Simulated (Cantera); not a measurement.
An isothermal, constant-pressure homogeneous reactor starts with H2 : O2 : N2 = 0.35 : 1 : 6.9 (molar parts), equivalence ratio 0.17, at 1150 K and 0.217 atm.

Detailed kinetics in Cantera: the H2/O2 subset of GRI-Mech 3.0, which has no nitrogen chemistry. The temperature is held fixed by assumption; the heat of reaction is taken as removed at once.

x: mole fraction; the columns are a selection and need not sum to one.

```tsv
t (s)	x H2	x O2	x OH	x H2O2	x HO2	x H2O	x H
0.000200	0.0424	0.121	9.00e-8	4.99e-11	3.38e-8	5.37e-7	3.46e-7
0.000530	0.0261	0.113	0.00152	7.71e-7	1.14e-5	0.0121	0.00705
0.00140	…	0.101	…	…	1.07e-5	0.0410	…
0.00372	0.000107	0.102	0.000246	4.88e-7	4.90e-6	0.0431	4.78e-5
0.00984	…	0.102	…	…	…	0.0433	…
0.0261	1.85e-6	0.102	3.60e-5	5.03e-8	2.65e-7	0.0433	1.45e-7
0.0690	3.43e-7	0.102	1.76e-5	1.55e-8	6.77e-8	0.0433	1.67e-8
0.183	8.60e-8	0.102	9.50e-6	5.18e-9	2.03e-8	0.0433	2.62e-9
0.484	2.62e-8	0.102	5.43e-6	1.83e-9	7.00e-9	0.0433	4.91e-10
1.28	8.89e-9	0.102	3.23e-6	6.76e-10	2.97e-9	0.0433	1.03e-10
3.40	3.35e-9	0.102	1.99e-6	2.66e-10	1.92e-9	0.0433	2.47e-11
9.00	1.61e-9	0.102	1.37e-6	1.28e-10	1.88e-9	0.0433	8.35e-12
```

**Question.** What belongs in the gaps?

**Answer.** 
- 0.00140, x H2: 0.000910
- 0.00140, x OH: 0.000883
- 0.00140, x H2O2: 8.52e-7
- 0.00140, x H: 0.00162
- 0.00984, x H2: 1.30e-5
- 0.00984, x OH: 8.48e-5
- 0.00984, x H2O2: 1.69e-7
- 0.00984, x HO2: 1.21e-6
- 0.00984, x H: 1.98e-6
